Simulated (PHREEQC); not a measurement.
Make-up at 20 °C: 15 mmol/kgw ZnCl2 and 36 mmol/kgw H2SO4. Closed to the air; pH follows from the charge balance.

Computed with PHREEQC (ion-association model, phreeqc.dat).

Each row changes one thing in this solution. This is a speciation only: nothing precipitates in the calculation.

| case | pH | ionic strength (mol/kgw) | Zn+2 (mol/kgw) | ZnCl+ (mol/kgw) | ZnCl2 (mol/kgw) | ZnCl3- (mol/kgw) | SI of Zn(OH)2(e) (Zn(OH)2) |
|---|---|---|---|---|---|---|---|
| as made | 1.37 | 0.0951 | 0.0106 | 0.000259 | 4.62e-6 | 1.52e-7 | -11.16 |
| H2SO4 from 0.036 to 0.18 mol/kgw | 0.77 | 0.272 | 0.00981 | 0.000169 | 2.35e-6 | 8.11e-8 | -12.54 |
| H2SO4 left out | 5.49 | 0.0441 | 0.0145 | 0.000445 | 9.08e-6 | 2.94e-7 | -2.67 |
| diluted 5-fold with water | 1.98 | 0.0229 | 0.00229 | 1.67e-5 | 7.60e-8 | 4.97e-10 | -10.43 |
| diluted 2-fold with water | 1.63 | 0.0513 | 0.00540 | 8.01e-5 | 8.05e-7 | 1.32e-8 | -10.84 |
| H2SO4 from 0.036 to 0.072 mol/kgw | 1.11 | 0.142 | 0.0100 | 0.000216 | 3.53e-6 | 1.18e-7 | -11.74 |
| H2SO4 from 0.036 to 0.36 mol/kgw | 0.51 | 0.477 | 0.0100 | 0.000142 | 1.68e-6 | 6.07e-8 | -13.15 |

Species that the database lacks are ignored.
